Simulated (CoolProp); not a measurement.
Saturated liquid density (kg/m³) of methane: the reference equation beside estimates from Tc = -82.6 °C, pc = 4.599 MPa, ω = 0.011.

Model: reference Helmholtz-energy equation of state, Setzmann 1991, in CoolProp.

```tsv
T (°C)	reference	Redlich-Kwong	Soave-Redlich-Kwong	Peng-Robinson
-147.15	400.5	400.7	___	447.5
-142.95	393.7	392.1	387.6	___
-138.75	386.7	383.2	___	429.0
-134.55	379.4	373.8	370.0	419.0
-130.25	371.6	363.7	360.3	408.1
-126.05	363.6	353.3	350.2	396.8
-121.85	355.3	342.3	339.6	384.8
-117.65	346.4	330.6	___	371.9
-113.45	___	318.2	316.2	358.1
-109.15	326.6	___	___	342.8
-104.95	315.6	290.0	288.8	326.4
-100.75	303.3	274.2	273.2	308.3
-96.55	289.4	256.4	255.8	287.9
-92.25	272.4	___	235.1	263.6
-88.05	250.7	210.4	210.2	234.2
```

Q: Some entries are withheld; supply them.

A: 
- -147.15, Soave-Redlich-Kwong: 395.7
- -142.95, Peng-Robinson: 438.5
- -138.75, Soave-Redlich-Kwong: 379.0
- -117.65, Soave-Redlich-Kwong: 328.3
- -113.45, reference: 337.0
- -109.15, Redlich-Kwong: 304.5
- -109.15, Soave-Redlich-Kwong: 302.9
- -92.25, Redlich-Kwong: 235.5

Absolute difference from the reference over all 15 rows, mean and median: Redlich-Kwong 5.8 and 4.6 %, Soave-Redlich-Kwong 6.5 and 5.2 %, Peng-Robinson 7.0 and 7.4 %.
